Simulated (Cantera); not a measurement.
A closed system holds: 1 mol Si, 2.7 mol CO, 8.9 mol H2, held at 1125 K.

These are equilibrium values from Cantera (NASA tables, ideal gas, pure condensed phases), not measurements of a reactor. Candidate condensed phases: C, C6H6, C7H8, C8H18, H2O, Si, SiC, SiO2; 123 gas species. Kinetics and transport are ignored.

x: gas mole fraction; n: condensed amount in mol.

| P (Pa) | x H2 | x CH4 | x CO | x H2O | n C(graphite) | n SiO2(β-quartz) |
|---|---|---|---|---|---|---|
| 10 | 0.927 | 2.48e-6 | 0.0729 | 4.35e-7 | 2.00 | 1.000 |
| 82 | 0.927 | 2.03e-5 | 0.0729 | 3.56e-6 | 2.00 | 1.000 |
| 670 | 0.927 | 0.000166 | 0.0729 | 2.91e-5 | 2.00 | 1.00 |
| 5500 | 0.926 | (withheld) | 0.0728 | (withheld) | 1.99 | 1.00 |
| 45000 | 0.915 | 0.0109 | 0.0717 | 0.00190 | 1.92 | 1.00 |
| 370000 | (withheld) | (withheld) | (withheld) | (withheld) | (withheld) | 1.00 |
| 3000000 | 0.596 | 0.308 | 0.0431 | 0.0496 | 0.201 | 1.00 |

Question: Complete the blanks.

Answer: 
- 370000, x H2: 0.845
- 370000, x CH4: 0.0763
- 370000, x CO: 0.0647
- 370000, x H2O: 0.0130
- 370000, n C(graphite): 1.45
- 5500, x CH4: 0.00136
- 5500, x H2O: 0.000238
